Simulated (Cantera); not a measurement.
Input: 1 mol Si3H8, 37 mol H2, equilibrated at 1000 °C and 75.0 Torr.

Cantera equilibrium calculation (NASA polynomials, part measured and part estimated; ideal gas, pure solids and liquids). Candidate condensed phases: Si; 9 gas species. The feed counts by its element totals alone. Kinetics and transport are ignored.

Base state: H2 1.000 (mole fractions); condensed: Si(s).

### Question
What changes in the equilibrium state with this change: Si3H8 replaced by SiHCl3?

### Answer
| species | before | after |
|---|---|---|
| H2 | 1.000 | 0.941 |
| HCl | 0 | 0.0477 |
| SiCl2 | 0 | 0.00626 |
| SiCl4 | 0 | 0.00197 |
| SiHCl3 | 0 | 0.00155 |
| SiCl3 | 0 | 0.00137 |
| Si(s), mol | 3.00 | 0.560 |
The tables' values for SiCl3 are old estimates; treat these amounts as uncertain.
